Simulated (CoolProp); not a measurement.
Vapour-liquid equilibrium of carbon dioxide (1) + CH3F (R41) (2) at 242.7 K; x and y are mole fractions of (1).

Model: multi-fluid Helmholtz-energy mixture model, Span 1996 and Lemmon 2006; pair parameters Bell 2016, in CoolProp.

Q: Give the bubble pressure and the first vapour's composition at x = 0.275, 0.5, 0.725. Is there an azeotrope?

A: x = 0.275: 9.586 bar, y = 0.368; x = 0.5: 10.82 bar, y = 0.606; x = 0.725: 12.18 bar, y = 0.807. No azeotrope shows between x = 0.05 and 0.95.

Pair parameters are fitted to limited data, so mixtures are less certain than the pure fluids.
